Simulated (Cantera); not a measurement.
## Thermodynamics of calcination and drying, feed CsOH + H₂O + O₂

Charge: 1 mol CsOH, 3.1 mol H₂O, 3.4 mol O₂, held at 0.0540 bar.

These are equilibrium values from Cantera (NASA tables, ideal gas, pure condensed phases), not measurements of a reactor. Candidate condensed phases: Cs, CsOH, H₂O; 15 gas species. Rates play no part.

From 652 °C to 1627 °C nothing is condensed. The main Cs-bearing gas is CsOH throughout.

```tsv
T (°C)	x O₂	x H₂O	x CsOH	x Cs₂(OH)₂	x OH	x Cs	x O
652	0.461	0.420	0.101	0.0173	1.22e-7	2.65e-9	3.91e-11
727	0.456	0.415	0.124	0.00481	5.90e-7	2.58e-8	4.57e-10
802	0.454	0.414	0.131	0.00124	2.30e-6	1.60e-7	3.80e-9
877	0.453	0.413	0.133	0.000359	7.53e-6	7.53e-7	2.41e-8
952	0.453	0.413	0.133	0.000119	2.13e-5	2.90e-6	1.22e-7
1027	0.453	0.413	0.133	4.48e-5	5.37e-5	9.54e-6	5.13e-7
1102	0.453	0.413	0.133	1.87e-5	0.000122	2.75e-5	1.84e-6
1177	0.453	0.413	0.133	8.58e-6	0.000255	7.08e-5	5.82e-6
1252	0.453	0.413	0.133	4.24e-6	0.000495	0.000166	1.64e-5
1327	0.453	0.413	0.133	2.24e-6	0.000904	0.000358	4.20e-5
1402	0.453	0.412	0.132	1.25e-6	0.00156	0.000720	9.89e-5
1477	0.452	0.412	0.132	7.29e-7	0.00258	0.00136	0.000216
1552	0.451	0.411	0.130	4.41e-7	0.00408	0.00243	0.000444
1627	0.450	0.410	0.128	2.75e-7	0.00621	0.00411	0.000861
```
x: gas mole fraction; nothing condenses.
